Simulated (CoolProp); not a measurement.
Aqueous sodium chloride as a coolant, 7 % by mass, freezing at -4.4 °C, 1 atm.

Values from CoolProp's Melinder's fits for secondary coolants.

```json
[
 {"T (°C)": "2.2", "viscosity (mPa s)": "1.83", "density (kg/m³)": "1053", "Prandtl number": "12.4", "cp (kJ/(kg K))": "3.818"},
 {"T (°C)": "9.7", "viscosity (mPa s)": "1.47", "density (kg/m³)": "1051", "Prandtl number": "9.77", "cp (kJ/(kg K))": "3.828"},
 {"T (°C)": "17.2", "viscosity (mPa s)": "1.20", "density (kg/m³)": "1049", "Prandtl number": "7.87", "cp (kJ/(kg K))": "3.837"},
 {"T (°C)": "24.7", "viscosity (mPa s)": "1.01", "density (kg/m³)": "1047", "Prandtl number": "6.48", "cp (kJ/(kg K))": "3.847"},
 {"T (°C)": "32.2", "viscosity (mPa s)": "0.865", "density (kg/m³)": "1044", "Prandtl number": "5.46", "cp (kJ/(kg K))": "3.855"}
]
```
